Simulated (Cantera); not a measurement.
**Roasting and sulfation: MgCO₃ + SO₃ + H₂O + O₂**

Charge: 1 mol MgCO₃, 0.48 mol SO₃, 4.3 mol H₂O, 0.36 mol O₂, at 1700000 Pa.

Method: chemical equilibrium by Gibbs-energy minimisation in Cantera with the NASA 1993 tables (ideal gas, pure condensed phases). Candidate condensed phases: C, C₆H₆, C₇H₈, C₈H₁₈, H₂O, H₂SO₄, Mg, MgCO₃, MgO, Mg(OH)₂, MgS, MgSO₄, S; 130 gas species. Mutual solubility and eutectic melting of coexisting phases are not modelled. Equilibrium is a limit: real reactors are often held back by kinetics, nucleation or transport.

| T (°C) | x H₂O | x CO₂ | x O₂ | x SO₂ | x SO₃ | x OH | x H₂ | x CO | n MgO(s) | n MgSO₄(s) | n MgSO₄(l) |
|---|---|---|---|---|---|---|---|---|---|---|---|
| 1050 | 0.750 | 0.174 | 0.0669 | 0.00825 | 0.000920 | 1.38e-5 | 9.11e-8 | 3.93e-8 | 0.573 | 0.427 | 0 |
| 1150 | 0.676 | 0.157 | 0.0916 | 0.0699 | 0.00493 | 4.02e-5 | 3.47e-7 | 1.83e-7 | 0.996 | 0 | 0.00427 |
| 1250 | 0.675 | 0.157 | 0.0926 | 0.0723 | 0.00302 | 9.94e-5 | 1.38e-6 | 8.60e-7 | 1.000 | 0 | 0 |
| 1350 | 0.674 | 0.157 | 0.0931 | 0.0734 | 0.00193 | 0.000220 | 4.64e-6 | 3.35e-6 | 1.000 | 0 | 0 |
| 1450 | 0.674 | 0.157 | 0.0933 | 0.0740 | 0.00130 | 0.000443 | 1.36e-5 | 1.11e-5 | 1.000 | 0 | 0 |
| 1550 | 0.674 | 0.157 | 0.0934 | 0.0743 | 0.000910 | 0.000826 | 3.56e-5 | 3.24e-5 | 1.000 | 0 | 0 |
| 1650 | 0.673 | 0.157 | 0.0934 | 0.0746 | 0.000661 | 0.00144 | 8.41e-5 | 8.41e-5 | 1.000 | 0 | 0 |
x: gas mole fraction; n: condensed amount in mol.

At 1050 °C the condensed part is MgO(s) + MgSO₄(s). At 1150 °C the condensed part is MgO(s) + MgSO₄(l). From 1250 °C to 1650 °C the condensed part is MgO(s).
